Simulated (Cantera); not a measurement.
Input (Python, Cantera) and output of one run.

```python
import numpy as np
import cantera as ct

gas_names = [...]  # 114 gases of nasa_gas.yaml made of C, Fe, H, O
cond_names = """
    C(gr) C6H6(L) C7H8(L) C8H18(L),n-octa Fe(a) Fe(c) Fe(d) Fe(L) FeC5O5(L) FeO(s) FeO(L) Fe(OH)2(s)
    Fe(OH)3(s) Fe2O3(s) Fe3O4(s) H2O(s) H2O(L)
""".split()


# ... load() reads the species with a 1 bar reference pressure and builds the phases ...
atoms = {
    'Fe2O3': {'Fe': 2, 'O': 3},
    'CO': {'C': 1, 'O': 1},
    'H2': {'H': 2},
}
top_T = {'C(gr)': 4500, 'Fe2O3(s)': 1830, 'Fe3O4(s)': 1870}  # K; cautious upper limits of use, not melting points


# ... equilibrate(T, P, feed) seeds the gas with the atoms and calls Mixture.equilibrate('TP', solver="vcs", rtol=1e-11, max_steps=5000) ...
results = []
feed = {'Fe2O3': 1, 'CO': 4.3, 'H2': 0.4}  # mol
P = 22  # Pa
for T in [1550, 1625, 1700, 1775, 1850, 1925, 2000, 2075, 2150, 2225, 2300, 2375, 2450, 2525]:
    mix = equilibrate(T, P, feed)
    results.append((T, P, feed, dict(zip(mix.species_names, mix.species_moles))))

top = {s: max(r[3][s] / sum(r[3][g] for g in gas_names) for r in results) for s in gas_names}
cols = sorted((s for s in top if top[s] > 1e-05), key=lambda s: -top[s])[:5]
seen = [c for c in cond_names if any(r[3].get(c, 0) > 1e-12 for r in results)]
print("log10 of partial pressures in bar; condensed amounts in mol")
print(f"{'T/K':>10s}" + "".join(f"{s[:9]:>10s}" for s in cols + seen))
for T, P, feed, n in results:
    ng = sum(n[g] for g in gas_names)
    print(f"{T:10.4g}" + "".join(f"{np.log10(max(n[s] / ng * P / 1e5, 1e-99)):10.3f}" for s in cols)
          + "".join(f"{n.get(c, 0):10.4g}" for c in seen))
```

Output:

```
log10 of partial pressures in bar; condensed amounts in mol
       T/K        CO       CO2        Fe         O         H    FeO(s)    FeO(L)
      1550    -3.792    -4.404    -6.570   -10.714    -6.980     1.994         0
      1625    -3.794    -4.403    -5.976    -9.879    -6.641     1.977         0
      1700    -3.804    -4.389    -5.478    -9.099    -6.340         0     1.927
      1775    -3.827    -4.355    -5.072    -8.348    -6.078         0     1.809
      1850    -3.874    -4.297    -4.752    -7.606    -5.862         0     1.578
      1925    -3.953    -4.226    -4.513    -6.869    -5.695         0     1.198
      2000    -4.074    -4.167    -4.334    -6.147    -5.579         0    0.5973
      2075    -4.158    -4.187    -4.248    -5.579    -5.450         0         0
      2150    -4.117    -4.276    -4.262    -5.241    -5.253         0         0
      2225    -4.080    -4.399    -4.277    -4.965    -5.084         0         0
      2300    -4.052    -4.556    -4.294    -4.742    -4.952         0         0
      2375    -4.035    -4.745    -4.310    -4.567    -4.863         0         0
      2450    -4.026    -4.961    -4.325    -4.434    -4.812         0         0
      2525    -4.024    -5.200    -4.338    -4.339    -4.786         0         0
```

Equilibrium computed with Cantera from the NASA thermochemical tables; the gas is ideal and each condensed phase is pure. The tables' stoichiometric FeO is somewhat more stable than real wüstite, so its field is too wide. FeO: taken at fixed stoichiometry.
